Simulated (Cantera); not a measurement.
Feed: 1 mol SiH₂Cl₂, 0.021 mol C₃H₈, 64 mol H₂, equilibrated at 0.530 bar.

Method: chemical equilibrium by Gibbs-energy minimisation in Cantera with the NASA 1993 tables (ideal gas, pure condensed phases). Candidate condensed phases: C, C₆H₆, C₇H₈, C₈H₁₈, Si, SiC; 109 gas species. Mutual solubility and eutectic melting of coexisting phases are not modelled. The tables' values for SiCl, SiCl₃ are old estimates; treat these amounts as uncertain. Gases not in the tables: Si₂H₆ and higher silanes. Kinetics and transport are ignored.

x: gas mole fraction; n: condensed amount in mol.

```tsv
T (K)	x H₂	x H	x HCl	x Si	x SiCl₂	n Si(s)	n SiC(s)	n Si(l)
1300	0.974	1.50e-6	0.0231	8.17e-11	[?]	0.751	0.0622	0
1500	0.972	2.38e-5	0.0254	1.99e-8	[?]	0.782	0.0624	0
1700	0.972	0.000200	0.0254	1.28e-6	[?]	0	0.0625	0.776
1900	0.971	0.00107	0.0263	2.38e-5	[?]	0	0.0622	0.801
2100	0.967	0.00421	0.0268	0.000252	[?]	0	0.0603	0.791
2300	0.955	0.0130	0.0268	0.00176	[?]	0	0.0402	0.649
2500	0.926	0.0332	0.0260	0.00867	[?]	0	0	0
```

Some entries are withheld; supply them.


- 1300, x SiCl₂: 0.00147
- 1500, x SiCl₂: 0.00213
- 1700, x SiCl₂: 0.00237
- 1900, x SiCl₂: 0.00193
- 2100, x SiCl₂: 0.00159
- 2300, x SiCl₂: 0.00132
- 2500, x SiCl₂: 0.00104
